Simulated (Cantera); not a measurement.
Thermodynamics of boron, boron nitride and boron oxide, feed BCl3 + H2O + N2

A closed system holds: 1 mol BCl3, a varied amount of H2O, 0.36 mol N2, equilibrated at 62.0 Pa.

Method: chemical equilibrium by Gibbs-energy minimisation in Cantera with the NASA 1993 tables (ideal gas, pure condensed phases). Candidate condensed phases: B, BN, B2O3, B3O3H3, H2O, NH4Cl; 49 gas species. N2 is the only nitrogen source here; it is nearly inert below about 1500 K, so the nitride shown seldom forms there in practice. The tables' values for BCl2 are old estimates. Kinetics and transport are ignored.

Stable condensed phases:

```
T in K \ n(H2O) in mol
         0.13 0.25 0.47 0.89  1.7  3.2    6
   1973     A    A    A    A    A    A    A
   1923     A    A    A    A    A    A    A
   1873     A    A    A    A    A    A    A
   1823     A    A    A    A    A    A    A
   1773     A    A    A    A    A    A    A
   1723     A    A    A    A    A    A    A
   1673     A    A    A    A    A    A    A
   1623     A    A    A    A    A    A    A
   1573     A    A    A    A    A    A    A
   1523     A    A    A    A    B    A    A
   1473     C    A    A    B    B    A    A
   1423     C    A    A    B    B    A    A
```

A: gas only; B: B2O3; C: BN.
